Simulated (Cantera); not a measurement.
# Ta + CO2 + H2 (tantalum, niobium, vanadium and zirconium in process gases)

Input: 1 mol Ta, a varied amount of CO2, 29 mol H2, held at 1800 K and 0.100 bar.

These are equilibrium values from Cantera (NASA tables, ideal gas, pure condensed phases), not measurements of a reactor. Candidate condensed phases: C, C6H6, C7H8, C8H18, H2O, Ta, TaC, Ta2O5; 113 gas species. Mutual solubility and eutectic melting of coexisting phases are not modelled. TaC: taken at fixed stoichiometry. Condensed phases not in the tables: Ta2C, N, O or C dissolved in the metal. The numbers say what is thermodynamically allowed, not how fast it happens.

```
n(CO2) (mol)   x H2     x CO     x H2O      x H  n Ta(s)  n TaC(s)  n Ta2O5(s)
------------  -----  -------  --------  -------  -------  --------  ----------
0.26          0.996  0.00206  0.000686  0.00113    0.624     0.200      0.0881
0.38          0.996  0.00206  0.000686  0.00113    0.408     0.320       0.136
0.55          0.996  0.00206  0.000686  0.00113    0.102     0.490       0.204
0.8           0.987   0.0104   0.00108  0.00113        0     0.495       0.253
1.2           0.970   0.0274   0.00140  0.00112        0     0.383       0.308
1.7           0.949   0.0478   0.00161  0.00110        0     0.243       0.379
2.4           0.922   0.0750   0.00177  0.00109        0    0.0448       0.478
3.5           0.862    0.107    0.0298  0.00105        0         0       0.500
```
x: gas mole fraction; n: condensed amount in mol.

From 0.26 mol CO2 to 0.55 mol CO2 the condensed part is Ta(s) + TaC(s) + Ta2O5(s). From 0.8 mol CO2 to 2.4 mol CO2 the condensed part is TaC(s) + Ta2O5(s). At 3.5 mol CO2 the condensed part is Ta2O5(s). The main Ta-bearing gas is TaO2 throughout.
